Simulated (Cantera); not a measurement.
## Adiabatic ignition

An adiabatic, constant-volume homogeneous reactor starts with 21.9 % CO, 7.67 % H2, 14.8 % O2, 55.6 % N2, equivalence ratio 1.0, at 1700 K and 500000 Pa.

Computed with Cantera and GRI-Mech 3.0 (53 species, 325 reactions). The hydrogen kinetics of GRI-Mech 3.0 are dated; newer H2 mechanisms differ, most at raised pressure. Above 3000 K some thermodynamic fits are extrapolated.

| t (s) | T (K) | P (bar) | x CO | x H2 | x O2 | x N2O | x CO2 | x H2O |
|---|---|---|---|---|---|---|---|---|
| 3.00e-6 | 2033 | 5.88 | 0.183 | 0.00860 | 0.0825 | 6.40e-7 | 0.0401 | 0.0501 |
| 1.39e-5 | 3048 | 8.28 | 0.111 | 0.00710 | 0.0477 | 2.13e-6 | 0.126 | 0.0613 |
| 6.46e-5 | 3101 | 8.38 | 0.107 | 0.00677 | 0.0414 | 2.62e-6 | 0.132 | 0.0634 |
| 0.000300 | 3091 | 8.34 | 0.107 | 0.00684 | 0.0384 | 2.83e-6 | 0.132 | 0.0638 |
| 0.00139 | 3091 | 8.34 | 0.107 | 0.00685 | 0.0383 | 2.83e-6 | 0.132 | 0.0638 |
| 0.00646 | 3091 | 8.34 | 0.107 | 0.00685 | 0.0383 | 2.83e-6 | 0.132 | 0.0638 |
| 0.0300 | 3091 | 8.34 | 0.107 | 0.00685 | 0.0383 | 2.83e-6 | 0.132 | 0.0638 |
| 0.139 | 3091 | 8.34 | 0.107 | 0.00685 | 0.0383 | 2.83e-6 | 0.132 | 0.0638 |
| 0.646 | 3091 | 8.34 | 0.107 | 0.00685 | 0.0383 | 2.83e-6 | 0.132 | 0.0638 |
| 3.00 | 3091 | 8.34 | 0.107 | 0.00685 | 0.0383 | 2.83e-6 | 0.132 | 0.0638 |
x: mole fraction; the columns are a selection and need not sum to one.

```
Item                                                                 Value
---------------------------------  ---------------------------------------
time of steepest temperature rise                                  2.47 µs
temperature at 3.00 s                                               3091 K
equilibrium temperature                                             3091 K
x(CO) at 3.00 s                        0.107 (gas-phase equilibrium 0.107)
x(H2) at 3.00 s                    0.00685 (gas-phase equilibrium 0.00685)
x(O2) at 3.00 s                      0.0383 (gas-phase equilibrium 0.0383)
```
